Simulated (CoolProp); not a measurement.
CH2F2 (R32) along the isobar 20.3 MPa: density (kg/m³) from the reference equation and from simpler models built on Tc = 351.3 K, pc = 5.783 MPa, ω = 0.277; each cubic takes its own stable root.

Values from CoolProp's reference Helmholtz-energy equation of state, Tillner-Roth 1997.

```tsv
T (K)	phase	reference	Redlich-Kwong	Soave-Redlich-Kwong	Peng-Robinson
236.5	liquid	1208	923.9	949.1	1068
253	liquid	1167	893.6	919.0	1034
269.6	liquid	1123	861.4	886.0	997.1
286.1	liquid	1078	827.7	850.4	956.6
302.7	liquid	1030	792.1	811.5	911.8
319.2	liquid	980.4	754.9	769.4	862.9
335.8	liquid	926.5	715.6	723.5	809.0
352.3	supercritical	868.7	674.9	674.3	750.6
368.8	supercritical	805.9	632.6	621.9	688.1
385.4	supercritical	737.0	589.0	567.0	622.6
401.9	supercritical	664.1	545.3	512.4	558.2
418.5	supercritical	589.7	502.1	460.5	497.8
435	supercritical	520.5	461.2	414.5	445.3
```
